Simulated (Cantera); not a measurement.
# Adiabatic ignition

An adiabatic, constant-volume homogeneous reactor starts with H2 : O2 : N2 = 1 : 0.667 : 2.51 (molar parts), equivalence ratio 0.75, at 1025 K and 1.00 bar.

Cantera simulation using the H2/O2 subset of GRI-Mech 3.0, which has no nitrogen chemistry; the numbers are that mechanism's predictions, not measurements.

| t (s) | T (K) | P (bar) | x H2 | x O2 | x H | x O | x H2O2 |
|---|---|---|---|---|---|---|---|
| 7.00e-6 | 1025 | 1.00 | 0.239 | 0.160 | 4.00e-10 | 4.98e-11 | <1e-12 |
| 1.88e-5 | 1025 | 1.00 | 0.239 | 0.160 | 1.81e-9 | 2.56e-10 | 4.42e-12 |
| 5.06e-5 | 1025 | 1.00 | 0.239 | 0.160 | 2.82e-8 | 4.11e-9 | 1.17e-10 |
| 0.000136 | 1025 | 1.00 | 0.239 | 0.160 | 2.80e-5 | 4.06e-6 | 2.24e-7 |
| 0.000366 | 2778 | 2.44 | 0.0146 | 0.0433 | 0.00588 | 0.00666 | 9.24e-7 |
| 0.000984 | 2778 | 2.44 | 0.0146 | 0.0433 | 0.00588 | 0.00666 | 9.24e-7 |
| 0.00265 | 2778 | 2.44 | 0.0146 | 0.0433 | 0.00588 | 0.00666 | 9.24e-7 |
| 0.00711 | 2778 | 2.44 | 0.0146 | 0.0433 | 0.00588 | 0.00666 | 9.24e-7 |
| 0.0191 | 2778 | 2.44 | 0.0146 | 0.0433 | 0.00588 | 0.00666 | 9.24e-7 |
| 0.0514 | 2778 | 2.44 | 0.0146 | 0.0433 | 0.00588 | 0.00666 | 9.24e-7 |
| 0.138 | 2778 | 2.44 | 0.0146 | 0.0433 | 0.00588 | 0.00666 | 9.24e-7 |
| 0.372 | 2778 | 2.44 | 0.0146 | 0.0433 | 0.00588 | 0.00666 | 9.24e-7 |
| 1.00 | 2778 | 2.44 | 0.0146 | 0.0433 | 0.00588 | 0.00666 | 9.24e-7 |
x: mole fraction; the columns are a selection and need not sum to one.

```
Quantity                                                            Result
---------------------------------  ---------------------------------------
time of steepest temperature rise                                 0.190 ms
temperature at 1.00 s                                               2778 K
equilibrium temperature                                             2778 K
x(H2) at 1.00 s                      0.0146 (gas-phase equilibrium 0.0146)
x(O2) at 1.00 s                      0.0433 (gas-phase equilibrium 0.0433)
x(H) at 1.00 s                     0.00588 (gas-phase equilibrium 0.00588)
```
